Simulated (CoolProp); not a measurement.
Values from CoolProp's reference Helmholtz-energy equation of state, Aleksandrov 2011. It is a short technical equation, of lower accuracy than the large ones.

For n-undecane, give the phase and the Z, cp (kJ/(kg K)), cv (kJ/(kg K)), Joule-Thomson coefficient (K/MPa) at 46.95 °C and 2790 kPa; 60.25 °C and 2790 kPa; 100.35 °C and 2790 kPa.


- 46.95 °C and 2790 kPa: liquid; Z 0.227, cp 2.29, cv 1.88, Joule-Thomson coefficient -0.405
- 60.25 °C and 2790 kPa: liquid; Z 0.221, cp 2.33, cv 1.93, Joule-Thomson coefficient -0.391
- 100.35 °C and 2790 kPa: liquid; Z 0.206, cp 2.48, cv 2.09, Joule-Thomson coefficient -0.345
